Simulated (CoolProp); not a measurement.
A Linde-Hampson liquefier for CF4 (R14): isothermal reversible compression at 290 K from 1 atm to 30 MPa, throttling to 1 atm, return gas leaving the recuperator 10 K below the feed. Each further row changes one setting.

Values from CoolProp's reference Helmholtz-energy equation of state, Platzer 1990. This equation is an older, rougher fit; its heat capacities, sound speeds and derivatives of the liquid may be far off and weren't checked against measurements.

```csv
case,liquid yield per pass,compression work (kJ/kg of gas)
as stated,?,138
warm-end temperature 320 K,?,?
warm-end gap 15 K,?,138
```

Some entries are withheld; supply them.


- as stated, liquid yield per pass: 0.296
- warm-end temperature 320 K, liquid yield per pass: 0.226
- warm-end temperature 320 K, compression work (kJ/kg of gas): 159
- warm-end gap 15 K, liquid yield per pass: 0.285
